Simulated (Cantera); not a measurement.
Cantera run:

```python
import numpy as np
import cantera as ct

gas_names = """
    C CH CH2 CH3 CH4 CN C2 C2H C2H2,acetylene C2H2,vinylidene C2H3,vinyl CH3CN C2H4 C2H5 C2H6 CCN CNC
    C2N2 C3 C3H3,propargyl C3H4,allene C3H4,propyne C3H4,cyclo- C3H5,allyl C3H6,propylene C3H6,cyclo-
    C3H7,n-propyl C3H7,i-propyl C3H8 C4 C4H2 C4H4,1,3-cyclo- C4H6,butadiene C4H6,2-butyne C4H6,cyclo-
    C4H8,1-butene C4H8,cis2-buten C4H8,tr2-butene C4H8,isobutene C4H8,cyclo- C4H9,n-butyl C4H9,i-butyl
    C4H9,s-butyl C4H9,t-butyl C4H10,isobutane C4H10,n-butane C4N2 C5 C5H6,1,3cyclo- C5H8,cyclo-
    C5H10,1-pentene C5H10,cyclo- C5H11,pentyl C5H11,t-pentyl C5H12,n-pentane C5H12,i-pentane
    CH3C(CH3)2CH3 C6H2 C6H5,phenyl C6H6 C6H10,cyclo- C6H12,1-hexene C6H12,cyclo- C6H13,n-hexyl
    C7H7,benzyl C7H8 C7H14,1-heptene C7H15,n-heptyl C7H16,n-heptane C8H8,styrene C8H10,ethylbenz
    C8H16,1-octene C8H17,n-octyl C8H18,isooctane C8H18,n-octane C9H19,n-nonyl C10H8,naphthale
    C10H21,n-decyl C12H9,o-bipheny C12H10,bipheny H HCN HCCN HNC H2 N NH NH2 NH3 N2 N2H2 N2H4
""".split()
cond_names = """
    C(gr) C6H6(L) C7H8(L) C8H18(L),n-octa
""".split()


def load(file, names, dense=False):
    # The tables refer to 1 bar. Condensed volumes are neglected.
    table = {s.name: s for s in ct.Species.list_from_file(file)}
    out = []
    for n in names:
        d = dict(table[n].input_data)
        d["thermo"] = dict(d["thermo"], **{"reference-pressure": 1e5})
        if dense:
            d["equation-of-state"] = {"model": "constant-volume", "density": "1e6 g/cm^3"}
        out.append(ct.Species.from_dict(d))
    return out


gas = ct.Solution(thermo="ideal-gas", species=load("nasa_gas.yaml", gas_names))
cond = {s.name: ct.Solution(thermo="fixed-stoichiometry", species=[s], name=s.name)
        for s in load("nasa_condensed.yaml", cond_names, dense=True)}
atoms = {
    'toluene': {'C': 7, 'H': 8},
    'H2': {'H': 2},
    'N2': {'N': 2},
}
top_T = {'C(gr)': 4500}  # K; cautious upper limits of use, not melting points


def equilibrate(T, P, feed):
    n = {}
    for name, mol in feed.items():
        for a, k in atoms[name].items():
            n[a] = n.get(a, 0.0) + k * mol
    gas.TPX = T, P, n
    mass = sum(n.values()) * gas.mean_molecular_weight
    gas.equilibrate("TP")
    valid = [c for c in cond.values() if c.min_temp <= T <= top_T.get(c.name, c.max_temp)]
    mix = ct.Mixture([(gas, mass / gas.mean_molecular_weight)] + [(c, 0.0) for c in valid])
    mix.T, mix.P = T, P
    mix.equilibrate("TP", solver="vcs", rtol=1e-11, max_steps=5000)
    return mix


results = []
feed = {'toluene': 1, 'H2': 85, 'N2': 0.19}  # mol
T = 1750  # K
P = 620000  # Pa
mix = equilibrate(T, P, feed)
results.append((T, P, feed, dict(zip(mix.species_names, mix.species_moles))))
x = sorted(zip(gas.X, gas.species_names), reverse=True)
print(f"T = {T:g} K  P = {P:g} Pa  gas = {mix.phase_moles(0):.4g} mol")
print("   x: " + "  ".join(f"{s} {v:.3e}" for v, s in x if v > 1e-06))
print("   condensed (mol): " + ("  ".join(f"{mix.phase(i).name} {mix.phase_moles(i):.4g}"
      for i in range(1, mix.n_phases) if mix.phase_moles(i) > 1e-12) or "none"))
```

Result:

```
T = 1750 K  P = 620000 Pa  gas = 88.7 mol
   x: H2 9.919e-01  CH4 5.571e-03  N2 2.027e-03  HCN 2.142e-04  C2H2,acetylene 1.140e-04  H 9.303e-05  C2H4 2.342e-05  CH3 1.060e-05  NH3 8.958e-06  HNC 7.242e-06
   condensed (mol): C(gr) 6.461
```

These are equilibrium values from Cantera (NASA tables, ideal gas, pure condensed phases), not measurements of a reactor.
